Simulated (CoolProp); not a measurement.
A closed Brayton cycle with carbon dioxide: compressor inlet 326.15 K and 8.5 MPa, high pressure 27 MPa, turbine inlet 710 K, compressor efficiency 0.8, turbine efficiency 0.93, recuperator effectiveness 0 (on enthalpy, no pinch check). Each further row changes one setting.

Model: reference Helmholtz-energy equation of state, Span 1996, in CoolProp.

```tsv
case	thermal efficiency (%)	net work (kJ/kg)	compressor to turbine work	compressor exit (K)	turbine exit (K)
as stated	16.4	63.8	0.51	424.8	580.0
turbine inlet 660 K	16.0	52.2	0.56	424.8	534.9
compressor inlet 336.15 K	15.5	55.7	0.57	442.9	580.0
high pressure 22.9 MPa	14.5	(withheld)	0.48	410.2	(withheld)
recuperator effectiveness 0.5	(withheld)	63.8	0.51	424.8	580.0
```

Task: Some entries are withheld; supply them.

Result: 
- high pressure 22.9 MPa, net work (kJ/kg): 58.7
- high pressure 22.9 MPa, turbine exit (K): 598.0
- recuperator effectiveness 0.5, thermal efficiency (%): 21.3
